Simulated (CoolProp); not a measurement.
CF4 (R14) at several states: density (kg/m³) from the reference equation and from simpler models built on Tc = -45.8 °C, pc = 3762 kPa, ω = 0.178; each cubic takes its own stable root.

Model: reference Helmholtz-energy equation of state, Platzer 1990, in CoolProp. This equation is an older, rougher fit; its heat capacities, sound speeds and derivatives of the liquid may be far off and weren't checked against measurements.

```
T (°C)   p (kPa)   phase  reference
-------  -------  ------  ---------
-137.35      675  liquid       1654
9.85        26.8     gas      1.004
-75.25      36.5     gas      1.962
-101.35    11600  liquid       1512
```

Q: How far does each simpler model (van der Waals, Soave-Redlich-Kwong, Peng-Robinson) lie from the reference over these 4 states: mean and median of the absolute difference, and the worst?

A: 
- van der Waals: mean 16.2 %, median 15.2 %, worst -34.5 % at -137.35 °C and 675 kPa
- Soave-Redlich-Kwong: mean 0.8 %, median 0.7 %, worst -1.8 % at -137.35 °C and 675 kPa
- Peng-Robinson: mean 5.5 %, median 5.4 %, worst +11.2 % at -101.35 °C and 11600 kPa
